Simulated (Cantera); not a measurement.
Cantera run:

```python
import numpy as np
import cantera as ct

gas_names = """
    C CH CH2 CH3 CH2OH CH3O CH4 CH3OH CO CO2 COOH C2 C2H CHCO,ketyl C2H2,acetylene C2H2,vinylidene
    CH2CO,ketene C2H3,vinyl CH3CO,acetyl C2H4 C2H4O,ethylen CH3CHO,ethanal CH3COOH (HCOOH)2 C2H5 C2H6
    CH3OCH3 C2H5OH C2O C3 C3H3,propargyl C3H4,allene C3H4,propyne C3H4,cyclo- C3H5,allyl C3H6,propylene
    C3H6,cyclo- C3H6O C3H7,n-propyl C3H7,i-propyl C3H8 C3H8O,1propanol C3H8O,2propanol C3O2 C4 C4H2
    C4H4,1,3-cyclo- C4H6,butadiene C4H6,2-butyne C4H6,cyclo- C4H8,1-butene C4H8,cis2-buten
    C4H8,tr2-butene C4H8,isobutene C4H8,cyclo- (CH3COOH)2 C4H9,n-butyl C4H9,i-butyl C4H9,s-butyl
    C4H9,t-butyl C4H10,isobutane C4H10,n-butane C5 C5H6,1,3cyclo- C5H8,cyclo- C5H10,1-pentene
    C5H10,cyclo- C5H11,pentyl C5H11,t-pentyl C5H12,n-pentane C5H12,i-pentane CH3C(CH3)2CH3 C6H2
    C6H5,phenyl C6H5O,phenoxy C6H6 C6H5OH,phenol C6H10,cyclo- C6H12,1-hexene C6H12,cyclo- C6H13,n-hexyl
    C7H7,benzyl C7H8 C7H8O,cresol C7H14,1-heptene C7H15,n-heptyl C7H16,n-heptane C8H8,styrene
    C8H10,ethylbenz C8H16,1-octene C8H17,n-octyl C8H18,isooctane C8H18,n-octane C9H19,n-nonyl
    C10H8,naphthale C10H21,n-decyl C12H9,o-bipheny C12H10,bipheny H HCO HO2 H2 HCHO,formaldehy HCOOH H2O
    H2O2 O OH O2 O3 Si SiC SiC2 SiC4H12 SiH SiH2 SiH3 SiH4 SiO SiO2 Si2 Si2C Si3
""".split()
cond_names = """
    C(gr) C6H6(L) C7H8(L) C8H18(L),n-octa H2O(s) H2O(L) Si(cr) Si(L) SiC(b) SiO2(Lqz) SiO2(hqz) SiO2(L)
""".split()


def load(file, names, dense=False):
    # The tables refer to 1 bar. Condensed volumes are neglected.
    table = {s.name: s for s in ct.Species.list_from_file(file)}
    out = []
    for n in names:
        d = dict(table[n].input_data)
        d["thermo"] = dict(d["thermo"], **{"reference-pressure": 1e5})
        if dense:
            d["equation-of-state"] = {"model": "constant-volume", "density": "1e6 g/cm^3"}
        out.append(ct.Species.from_dict(d))
    return out


gas = ct.Solution(thermo="ideal-gas", species=load("nasa_gas.yaml", gas_names))
cond = {s.name: ct.Solution(thermo="fixed-stoichiometry", species=[s], name=s.name)
        for s in load("nasa_condensed.yaml", cond_names, dense=True)}
atoms = {
    'HMDSO': {'Si': 2, 'C': 6, 'H': 18, 'O': 1},
    'H2O': {'H': 2, 'O': 1},
}
top_T = {'C(gr)': 4500, 'SiC(b)': 3050}  # K; cautious upper limits of use, not melting points


def equilibrate(T, P, feed):
    n = {}
    for name, mol in feed.items():
        for a, k in atoms[name].items():
            n[a] = n.get(a, 0.0) + k * mol
    gas.TPX = T, P, n
    mass = sum(n.values()) * gas.mean_molecular_weight
    gas.equilibrate("TP")
    valid = [c for c in cond.values() if c.min_temp <= T <= top_T.get(c.name, c.max_temp)]
    mix = ct.Mixture([(gas, mass / gas.mean_molecular_weight)] + [(c, 0.0) for c in valid])
    mix.T, mix.P = T, P
    mix.equilibrate("TP", solver="vcs", rtol=1e-11, max_steps=5000)
    return mix


results = []
feed = {'HMDSO': 1, 'H2O': 0.36}  # mol
T = 1950  # K
for P in [5, 26, 140, 710, 3700, 19000, 100000]:
    mix = equilibrate(T, P, feed)
    results.append((T, P, feed, dict(zip(mix.species_names, mix.species_moles))))

top = {s: max(r[3][s] / sum(r[3][g] for g in gas_names) for r in results) for s in gas_names}
cols = sorted((s for s in top if top[s] > 0.0001), key=lambda s: -top[s])[:8]
seen = [c for c in cond_names if any(r[3].get(c, 0) > 1e-12 for r in results)]
print("log10 of partial pressures in bar; condensed amounts in mol")
print(f"{'P/Pa':>10s}" + "".join(f"{s[:9]:>10s}" for s in cols + seen))
for T, P, feed, n in results:
    ng = sum(n[g] for g in gas_names)
    print(f"{P:10.4g}" + "".join(f"{np.log10(max(n[s] / ng * P / 1e5, 1e-99)):10.3f}" for s in cols)
          + "".join(f"{n.get(c, 0):10.4g}" for c in seen))
```

Output:

```
log10 of partial pressures in bar; condensed amounts in mol
      P/Pa        H2         H        CO        Si       SiO      SiC2      Si2C C2H2,acet     C(gr)    SiC(b)
         5    -4.442    -5.161    -5.243    -5.967    -7.326    -7.454    -7.623    -7.704     2.907     1.713
        26    -3.677    -4.779    -4.501    -5.967    -6.584    -7.454    -7.623    -6.939     2.699     1.939
       140    -2.927    -4.404    -3.761    -5.967    -5.843    -7.454    -7.623    -6.189     2.661      1.98
       710    -2.214    -4.048    -3.052    -5.967    -5.134    -7.454    -7.623    -5.476     2.654     1.987
      3700    -1.494    -3.687    -2.333    -5.967    -4.416    -7.454    -7.623    -4.756     2.652     1.988
   1.9e+04    -0.782    -3.331    -1.622    -5.967    -3.705    -7.454    -7.623    -4.044     2.651     1.989
     1e+05    -0.060    -2.971    -0.900    -5.967    -2.983    -7.454    -7.623    -3.322     2.648     1.989
```

Method: chemical equilibrium by Gibbs-energy minimisation in Cantera with the NASA 1993 tables (ideal gas, pure condensed phases). The feed counts by its element totals alone.
